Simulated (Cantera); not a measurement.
A perfectly stirred reactor is fed with H2 : O2 : N2 = 1.9 : 1 : 1.2 (molar parts), equivalence ratio 0.95, at 750 Torr; it is held at 1250 K, and followed from long to short residence time.

Detailed kinetics in Cantera: the H2/O2 subset of GRI-Mech 3.0, which has no nitrogen chemistry. The temperature is held fixed by assumption; the heat of reaction is taken as removed at once.

Problem. Predict: x(H2) at τ = 17.0 s; x(O2) at τ = 17.0 s; x(H2O) at τ = 17.0 s; x(OH) at τ = 17.0 s; x(O) at τ = 17.0 s; x(H2) at τ = 0.100 s; x(O2) at τ = 0.100 s; x(H2O) at τ = 0.100 s; x(OH) at τ = 0.100 s; x(O) at τ = 0.100 s.

Solution. 
```
Property                 Result
---------------------  --------
x(H2) at τ = 17.0 s    0.000158
x(O2) at τ = 17.0 s      0.0159
x(H2O) at τ = 17.0 s      0.603
x(OH) at τ = 17.0 s     2.75e-5
x(O) at τ = 17.0 s      2.35e-7
x(H2) at τ = 0.100 s    0.00304
x(O2) at τ = 0.100 s     0.0173
x(H2O) at τ = 0.100 s     0.599
x(OH) at τ = 0.100 s   0.000202
x(O) at τ = 0.100 s     1.80e-5
```
